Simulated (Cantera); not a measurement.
Input (Python, Cantera) and output of one run.

```python
import numpy as np
import cantera as ct

gas_names = """
    CL CL2 H HCL H2 Si SiCL SiCL2 SiCL3 SiCL4 SiH SiHCL3 SiH2 SiH2CL2 SiH3 SiH3CL SiH4 Si2 Si3
""".split()
cond_names = """
    Si(cr) Si(L)
""".split()


# ... load() reads the species with a 1 bar reference pressure and builds the phases ...
atoms = {
    'SiH2Cl2': {'Si': 1, 'H': 2, 'CL': 2},
    'H2': {'H': 2},
}
top_T = {}  # K; cautious upper limits of use, not melting points


# ... equilibrate(T, P, feed) seeds the gas with the atoms and calls Mixture.equilibrate('TP', solver="vcs", rtol=1e-11, max_steps=5000) ...
results = []
feed = {'SiH2Cl2': 1, 'H2': 1}  # mol
T = 2250  # K
P = 40000  # Pa
mix = equilibrate(T, P, feed)
results.append((T, P, feed, dict(zip(mix.species_names, mix.species_moles))))
print(gas.report(threshold=1e-06))
for i in range(1, mix.n_phases):
    print(f"{mix.phase(i).name:16s} {mix.phase_moles(i):12.5e} mol")
```

Output:

```
       temperature   2250 K
          pressure   40000 Pa
           density   0.065675 kg/m^3
  mean mol. weight   30.715 kg/kmol
   phase of matter   gas

                          1 kg             1 kmol
                     ---------------   ---------------
          enthalpy        5.9104e+05        1.8154e+07  J
   internal energy            -18023       -5.5357e+05  J
           entropy              8645        2.6553e+05  J/K
    Gibbs function        -1.886e+07        -5.793e+08  J
 heat capacity c_p              1301             39961  J/K
 heat capacity c_v            1030.3             31646  J/K

                      mass frac. Y      mole frac. X     chem. pot. / RT
                     ---------------   ---------------   ---------------
                CL         0.0032386         0.0028061           -23.277
               CL2        2.4339e-06        1.0544e-06           -46.554
                 H        0.00028231         0.0086023             -10.7
               HCL           0.28709           0.24187           -33.977
                H2          0.035224           0.53667           -21.401
                Si         0.0013539         0.0014807           -6.5427
              SiCL         0.0065063         0.0031454            -29.82
             SiCL2           0.64544           0.20028           -53.096
             SiCL3          0.019326         0.0044156           -76.373
             SiCL4        0.00044112        7.9755e-05            -99.65
               SiH        0.00026146        0.00027604           -17.243
            SiHCL3        0.00047258        0.00010717           -87.074
              SiH2        0.00019714        0.00020116           -27.944
           SiH2CL2        9.7823e-05        2.9749e-05           -74.497
            SiH3CL        5.7778e-06        2.6663e-06           -61.921
               Si2        4.7711e-05         2.609e-05           -13.085
               Si3        1.3677e-05         4.986e-06           -19.628
     [   +2 minor]        3.8545e-07        3.7756e-07

Si(L)             3.65618e-01 mol
```

Equilibrium computed with Cantera from the NASA thermochemical tables; the gas is ideal and each condensed phase is pure. The tables' values for SiCl3, SiCl are old estimates; treat these amounts as uncertain. Gases not in the tables: Si2H6 and higher silanes.
